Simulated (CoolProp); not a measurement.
Model: reference Helmholtz-energy equation of state, Lemmon 2022, in CoolProp.

Problem. Give the vapour pressure (MPa), surface tension (mN/m), vapour viscosity (µPa s), liquid conductivity (mW/(m K)) of saturated R1234yf at 9.75, 17.25, 32.15 °C.

Solution. 
```csv
T (°C),p (MPa),surface tension (mN/m),vapour viscosity (µPa s),liquid conductivity (mW/(m K))
9.75,0.434,8.13,11.8,68.3
17.25,0.546,7.15,12.2,65.9
32.15,0.830,5.31,12.9,61.4
```

Viscosity comes from a separate model (Bell 2016), an estimate that may be off by 10 % or more. Thermal conductivity comes from a separate model (Perkins 2011). Surface tension comes from a separate correlation (Mulero 2012).
